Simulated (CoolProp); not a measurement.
Vapour-liquid equilibrium of R1234yf (1) + R1234ze(E) (2) at 30.15 °C; x and y are mole fractions of (1).

Computed with CoolProp (multi-fluid Helmholtz-energy mixture model, Lemmon 2022 and Thol 2016; pair parameters Bell 2022).

Q: Give the bubble pressure and the first vapour's composition at x = 0.05, 0.2, 0.5. Is there an azeotrope?

A: x = 0.05: 0.5929 MPa, y = 0.066; x = 0.2: 0.6270 MPa, y = 0.247; x = 0.5: 0.6888 MPa, y = 0.559. No azeotrope shows between x = 0.05 and 0.95.

The pair parameters rest on a limited set of measurements; away from them the model extrapolates.
